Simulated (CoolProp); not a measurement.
A single-stage vapour-compression cycle with R407C: evaporating at 258.15 K (dew point), condensing at 313.15 K (bubble point), superheat 10 K, subcooling 2 K, compressor efficiency 0.8, no pressure losses. Each further row changes one setting.

The numbers come from the reference Helmholtz-energy equation of state, Lemmon 2003 in CoolProp. It is a pseudo-pure fit of the blend.

| case | cooling COP | pressure ratio | discharge temperature (K) | refrigerating effect (kJ/kg) | volumetric capacity (kJ/m³) |
|---|---|---|---|---|---|
| as stated | 2.48 | 6.64 | 357.4 | 153 | 1670 |
| evaporating temperature 263.15 K | 2.83 | 5.47 | 354.0 | 156 | 2050 |
| condensing temperature 308.15 K | 2.81 | 5.87 | 350.9 | 161 | 1760 |
| subcooling 7 K | 2.61 | 6.64 | 357.4 | 161 | 1760 |
| superheat 20 K | 2.50 | 6.64 | 368.0 | 162 | 1680 |
| compressor efficiency 0.7 | 2.17 | 6.64 | 365.4 | 153 | 1670 |
